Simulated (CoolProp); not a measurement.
Carbonyl sulfide at 513.16 K and 0.455 MPa is throttled through a valve to 0.0988 MPa with no heat exchange. Each further row changes one setting.

Model: reference Helmholtz-energy equation of state, Lemmon 2006, in CoolProp. It is a short technical equation, of lower accuracy than the large ones.

| case | temperature change (K) | final density (kg/m³) |
|---|---|---|
| as stated | [?] | [?] |
| outlet pressure 0.0296 MPa | [?] | [?] |
| outlet pressure 0.128 MPa | [?] | 1.81 |

Problem. Complete the blanks.

Solution. 
- as stated, temperature change (K): -2.1
- as stated, final density (kg/m³): 1.40
- outlet pressure 0.0296 MPa, temperature change (K): -2.5
- outlet pressure 0.0296 MPa, final density (kg/m³): 0.419
- outlet pressure 0.128 MPa, temperature change (K): -1.9
